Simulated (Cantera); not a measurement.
**Calcination and drying: Ca(OH)2 + H2 + O2**

A closed system holds: 1 mol Ca(OH)2, 0.048 mol H2, 1.1 mol O2, equilibrated at 0.600 Torr.

Cantera equilibrium calculation (NASA polynomials, part measured and part estimated; ideal gas, pure solids and liquids). Candidate condensed phases: Ca, CaO, Ca(OH)2, H2O; 14 gas species. The numbers say what is thermodynamically allowed, not how fast it happens.

| T (K) | log p O2 | log p H2O | log p OH | log p O | log p H | log p H2 | log p Ca(OH)2 | log p CaOH | n CaO(s) |
|---|---|---|---|---|---|---|---|---|---|
| 1150 | -3.39 | -3.40 | -7.71 | -9.78 | -12.16 | -10.07 | -12.47 | <-15 | 1.00 |
| 1225 | -3.39 | -3.40 | -7.26 | -9.07 | -11.20 | -9.38 | -11.73 | <-15 | 1.00 |
| 1300 | -3.39 | -3.40 | -6.86 | -8.45 | -10.34 | -8.77 | -11.08 | <-15 | 1.00 |
| 1375 | -3.39 | -3.40 | -6.50 | -7.89 | -9.58 | -8.22 | -10.50 | -14.51 | 1.00 |
| 1450 | -3.39 | -3.40 | -6.18 | -7.39 | -8.89 | -7.73 | -9.98 | -13.43 | 1.00 |
| 1525 | -3.39 | -3.40 | -5.89 | -6.94 | -8.27 | -7.29 | -9.52 | -12.45 | 1.000 |
| 1600 | -3.39 | -3.41 | -5.63 | -6.54 | -7.71 | -6.89 | -9.10 | -11.57 | 1.000 |
| 1675 | -3.39 | -3.41 | -5.40 | -6.16 | -7.20 | -6.52 | -8.72 | -10.78 | 1.000 |
| 1750 | -3.40 | -3.41 | -5.18 | -5.82 | -6.73 | -6.19 | -8.37 | -10.05 | 1.000 |
| 1825 | -3.40 | -3.41 | -4.98 | -5.51 | -6.30 | -5.88 | -8.06 | -9.38 | 1.000 |
| 1900 | -3.40 | -3.42 | -4.80 | -5.23 | -5.90 | -5.60 | -7.77 | -8.77 | 1.000 |
| 1975 | -3.41 | -3.43 | -4.64 | -4.96 | -5.54 | -5.35 | -7.51 | -8.21 | 1.000 |
| 2050 | -3.42 | -3.45 | -4.50 | -4.72 | -5.20 | -5.12 | -7.28 | -7.69 | 1.000 |
| 2125 | -3.44 | -3.48 | -4.37 | -4.50 | -4.90 | -4.91 | -7.07 | -7.21 | 0.999 |
log p: log10 of the partial pressure in bar; n: condensed amount in mol.

From 1150 K to 2125 K the condensed part is CaO(s).
